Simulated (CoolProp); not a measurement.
Saturation properties of n-perfluorohexane (Tc = 174.9 °C, pc = 17.42 bar, ω = 0.497).

Model: reference Helmholtz-energy equation of state, Gao 2022, in CoolProp.

| T (°C) | p (bar) | liquid density (kg/m³) | vapour density (kg/m³) | enthalpy of vaporisation (kJ/kg) | liquid cp (kJ/(kg K)) |
|---|---|---|---|---|---|
| 36.15 | 0.4687 | 1643 | 6.386 | 90.22 | 1.064 |
| 41.05 | 0.5677 | 1628 | 7.657 | 88.91 | 1.072 |
| 45.85 | 0.6801 | 1614 | 9.091 | 87.62 | 1.080 |
| 50.75 | 0.8122 | 1599 | 10.77 | 86.27 | 1.088 |
| 55.65 | ___ | 1583 | 12.68 | 84.90 | 1.096 |
| 60.45 | 1.132 | 1568 | 14.81 | 83.52 | 1.104 |
| 65.35 | 1.328 | 1552 | 17.26 | 82.09 | 1.112 |
| 70.25 | 1.548 | ___ | 20.04 | 80.62 | 1.120 |
| 75.05 | 1.790 | ___ | 23.10 | 79.14 | 1.128 |
| 79.95 | 2.067 | 1502 | ___ | 77.60 | 1.137 |
| 84.85 | 2.374 | 1484 | ___ | 76.00 | 1.146 |
| 89.65 | 2.709 | 1466 | 34.85 | 74.39 | 1.156 |

### Question
Fill in the missing entries.

### Answer

- 55.65, p (bar): 0.9636
- 70.25, liquid density (kg/m³): 1535
- 75.05, liquid density (kg/m³): 1519
- 79.95, vapour density (kg/m³): 26.60
- 84.85, vapour density (kg/m³): 30.54

It boils at 57.1 °C under 1 atm.
